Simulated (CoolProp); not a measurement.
Computed with CoolProp (reference Helmholtz-energy equation of state, Lemmon 2013).

Question: For propylene, give the phase and the density (kg/m³), Joule-Thomson coefficient (K/MPa), isothermal compressibility (1/MPa), Prandtl number at -123.85 °C and 8.01 MPa; -22.25 °C and 8.01 MPa.

Answer: 
- -123.85 °C and 8.01 MPa: liquid; density 703, Joule-Thomson coefficient -0.533, isothermal compressibility 0.000736, Prandtl number 7.79
- -22.25 °C and 8.01 MPa: liquid; density 588, Joule-Thomson coefficient -0.363, isothermal compressibility 0.00223, Prandtl number 2.61

Viscosity comes from a separate model (Huber 2003), an estimate that may be off by 10 % or more. Thermal conductivity comes from a separate model (Huber 2003), an estimate that may be off by 10 % or more.
